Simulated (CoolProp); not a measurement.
Vapour-liquid equilibrium of R1234yf (1) + R134a (2) at 22.85 °C; x and y are mole fractions of (1).

Computed with CoolProp (multi-fluid Helmholtz-energy mixture model, Lemmon 2022 and Tillner-Roth 1994; pair parameters Bell 2022).

| x | bubble pressure (bar) | y at the bubble point | dew pressure at overall composition x (bar) | liquid density (mol/L) |
|---|---|---|---|---|
| 0.05 | 6.316 | 0.059 | 6.304 | 11.76 |
| 0.15 | 6.446 | 0.169 | 6.425 | 11.48 |
| 0.25 | 6.545 | 0.271 | 6.526 | 11.21 |
| 0.35 | 6.614 | 0.367 | 6.603 | 10.96 |
| 0.45 | 6.656 | 0.460 | 6.653 | 10.72 |
| 0.55 | 6.673 | 0.551 | 6.673 | 10.50 |
| 0.65 | 6.665 | 0.644 | 6.663 | 10.29 |
| 0.75 | 6.631 | 0.738 | 6.625 | 10.09 |
| 0.85 | 6.570 | 0.838 | 6.561 | 9.902 |
| 0.95 | 6.481 | 0.944 | 6.475 | 9.726 |

y crosses x between x = 0.55 and 0.65: the model has an azeotrope there.

The pair parameters rest on a limited set of measurements; away from them the model extrapolates.
